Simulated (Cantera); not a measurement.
**Reactions in the system H-S**

Cantera with NASA thermochemical tables; ideal gases at 1 bar, condensed phases pure. Values are per mole of reaction as written; species without (g) are pure solids or liquids, kept so even where they would boil at 1 bar.

H₂S(g) → S + 2 H(g)

```json
[
 {"T (K)": "548", "ΔH° (kJ)": "468.4", "ΔS° (J/K)": "84.4", "ΔG° (kJ)": "422.1", "log10 K": "-40.24"},
 {"T (K)": "598", "ΔH° (kJ)": "470.4", "ΔS° (J/K)": "87.9", "ΔG° (kJ)": "417.8", "log10 K": "-36.50"},
 {"T (K)": "648", "ΔH° (kJ)": "472.2", "ΔS° (J/K)": "90.9", "ΔG° (kJ)": "413.3", "log10 K": "-33.32"},
 {"T (K)": "698", "ΔH° (kJ)": "473.9", "ΔS° (J/K)": "93.3", "ΔG° (kJ)": "408.7", "log10 K": "-30.59"},
 {"T (K)": "748", "ΔH° (kJ)": "475.4", "ΔS° (J/K)": "95.4", "ΔG° (kJ)": "404.0", "log10 K": "-28.21"},
 {"T (K)": "798", "ΔH° (kJ)": "476.9", "ΔS° (J/K)": "97.4", "ΔG° (kJ)": "399.2", "log10 K": "-26.13"}
]
```

H₂S(g) → S + H₂(g)

| T (K) | ΔH° (kJ) | ΔS° (J/K) | ΔG° (kJ) | log10 K |
|---|---|---|---|---|
| 548 | 29.3 | -21.9 | 41.3 | -3.94 |
| 598 | 30.7 | -19.4 | 42.3 | -3.70 |
| 648 | 31.9 | -17.5 | 43.2 | -3.49 |
| 698 | 32.9 | -15.9 | 44.1 | -3.30 |
| 748 | 33.9 | -14.7 | 44.8 | -3.13 |
| 798 | 34.8 | -13.5 | 45.5 | -2.98 |
